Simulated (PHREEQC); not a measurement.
Solution (94 °C): 36.5 mmol/kgw HF, 7.9 mmol/kgw KF and 0.057 mmol/kgw HCl. Closed to the air; pH follows from the charge balance.

Equilibrium calculation in PHREEQC: ion-association model, wateq4f.dat.

```yaml
pH: 3.08
ionic_strength: 0.00882 mol/kgw
total_alkalinity: -36.6 meq/kg
```

| species | molality | activity | log γ |
|---|---|---|---|
| HF | 0.0342 | 0.0343 | 0.001 |
| K+ | 0.00790 | 0.00705 | -0.050 |
| F- | 0.00769 | 0.00686 | -0.050 |
| HF2- | 0.00107 | 0.000954 | -0.050 |
| H+ | 0.000919 | 0.000833 | -0.043 |
| H2F2 | 0.000191 | 0.000191 | 0.001 |
| Cl- | 5.70e-5 | 5.08e-5 | -0.050 |

This is a speciation only: nothing precipitates in the calculation. Complexes and solids missing from the database can't appear. At this temperature some constants are extrapolated from 25 °C, and those without enthalpy data are left unchanged.
